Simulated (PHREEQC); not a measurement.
1 kg of water holding 27 mmol/kgw NaOH, 120 mmol/kgw Na2SO4 and 29 mmol/kgw NaCl is evaporated at 25 °C; the solids stay in contact with the brine. CO2 from the air is kept out. Only these solids could form: Halite, Mirabilite, Thenardite.

The series has 25 steps of water left (kg), from 1 to 0.00903.

All values are PHREEQC results (Pitzer model, pitzer.dat), not measurements.

Question: Which solids form, in which order, and at which step of the series does each first stand?

Answer: Mirabilite from water left = 0.06134 kg (pH 13.43), last present at water left = 0.01633 kg; Thenardite from water left = 0.01633 kg (pH 14.13).

Complexes and solids missing from the database can't appear.
